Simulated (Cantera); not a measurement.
Feed: 1 mol Cr, a varied amount of N2, at 1330 Pa.

Equilibrium computed with Cantera from the NASA thermochemical tables; the gas is ideal and each condensed phase is pure. Candidate condensed phases: Cr, CrN, Cr2N; 4 gas species. Rates play no part.

Stable condensed phases, one row left out:

```
T in K \ n(N2) in mol
         0.34  0.5 0.73  1.1  1.5  2.2  3.3  4.8  6.9   10   15
   2800     A    A    A    A    A    A    A    A    A    A    A
   2700     A    A    A    A    A    A    A    A    A    A    A
   2600     A    A    A    A    A    A    A    A    A    A    A
   2500     A    A    A    A    A    A    A    A    A    A    A
   2400     A    A    A    A    A    A    A    A    A    A    A
   2300     A    A    A    A    A    A    A    A    A    A    A
   2200     B    B    A    A    A    A    A    A    A    A    A
   2000     B    B    B    B    B    B    B    B    B    B    A
   1900     B    B    B    B    B    B    B    B    B    B    B
   1800     B    B    B    B    B    B    B    B    B    B    B
   1700     B    B    B    B    B    B    B    B    B    B    B
   1600     B    B    B    B    B    B    B    B    B    B    B
```

A: gas only; B: Cr.

Question: Give the row for 2100 K.

Answer: 0.34: Cr; 0.5: Cr; 0.73: Cr; 1.1: Cr; 1.5: Cr; 2.2: Cr; 3.3: gas only; 4.8: gas only; 6.9: gas only; 10: gas only; 15: gas only.
